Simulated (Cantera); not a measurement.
A diamond (100) surface in a fixed gas of H2 with x(CH4) = 0.0083, x(CH3) = 3.2e-05, at 1275 K, 8500 Pa; coverages are run to steady state.

Model: the Harris–Goodwin 1993 mechanism for the reconstructed diamond (100) surface, integrated in Cantera.

θ: site fractions in the mechanism's names (c6HH fully hydrogenated, c6H* and c6*H radical sites, c6** diradical, c6HM methylated).

```tsv
x(H)	growth (µm/h)	θ c6HH	θ c6H*	θ c6*H	θ c6**	θ c6HM
0.0001	…	0.649	0.0285	0.318	0.00439	8.77e-5
0.00024	…	0.535	0.0373	0.416	0.0112	0.000126
0.00059	…	0.460	0.0426	0.475	0.0214	0.000163
0.0014	…	0.422	0.0450	0.502	0.0308	0.000186
0.0035	…	0.403	0.0461	0.513	0.0375	0.000191
0.0085	…	0.395	0.0466	0.517	0.0409	0.000172
0.021	…	0.391	0.0470	0.519	0.0425	0.000132
0.05	…	0.390	0.0475	0.519	0.0433	8.39e-5
0.12	…	0.389	0.0488	0.518	0.0439	4.48e-5
```

Some entries are withheld; supply them.


- 0.0001, growth (µm/h): 0.0274
- 0.00024, growth (µm/h): 0.0900
- 0.00059, growth (µm/h): 0.209
- 0.0014, growth (µm/h): 0.375
- 0.0035, growth (µm/h): 0.638
- 0.0085, growth (µm/h): 1.07
- 0.021, growth (µm/h): 1.73
- 0.05, growth (µm/h): 2.45
- 0.12, growth (µm/h): 3.04
